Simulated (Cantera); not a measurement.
## Equilibrium for silicon nitride deposition: trisilylamine + N2 + NH3

Feed: 1 mol trisilylamine, 0.56 mol N2, 31 mol NH3.

Method: chemical equilibrium by Gibbs-energy minimisation in Cantera with the NASA 1993 tables (ideal gas, pure condensed phases). Candidate condensed phases: Si, Si3N4; 18 gas species. The feed counts by its element totals alone. Equilibrium is a limit: real reactors are often held back by kinetics, nucleation or transport.

Stable condensed phases:

```
T in °C \ P in Pa
              5     26    140    710   3700  19000 100000
   1427       A      A      A      B      B      B      B
   1352       A      A      A      B      B      B      B
   1277       A      A      B      B      B      B      B
   1202       A      B      B      B      B      B      B
   1127       B      B      B      B      B      B      B
   1052       B      B      B      B      B      B      B
    977       B      B      B      B      B      B      B
    902       B      B      B      B      B      B      B
    827       B      B      B      B      B      B      B
    752       B      B      B      B      B      B      B
    677       B      B      B      B      B      B      B
```

A: Si; B: Si3N4.
